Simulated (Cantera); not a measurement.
A freely propagating, adiabatic, planar premixed flame of H2 : O2 : N2 : H2O = 1 : 0.893 : 3.36 : 0.35 (molar parts), equivalence ratio 0.56, unburnt at 648 K and 82.5 Torr; mixture-averaged transport, grid criteria slope 0.08 and curve 0.16, no radiation.

Cantera simulation using the H2/O2 subset of GRI-Mech 3.0, which has no nitrogen chemistry; the numbers are that mechanism's predictions, not measurements. Burning velocities carry a grid error of a few per cent, more on coarse grids. Lean hydrogen flames are cellular in practice and burn faster than this planar one.

**Question.** What does this change do: H2 1 to 0.77 parts?

**Answer.** 
```json
[
 {"quantity": "laminar burning velocity", "before": "458 cm/s", "after": "352 cm/s"},
 {"quantity": "thermal thickness", "before": "7.91 mm", "after": "7.36 mm"},
 {"quantity": "peak x(H2O2)", "before": "1.26e-6", "after": "1.54e-6"},
 {"quantity": "peak x(O)", "before": "0.0132", "after": "0.0100"},
 {"quantity": "peak x(OH)", "before": "0.0107", "after": "0.00682"}
]
```
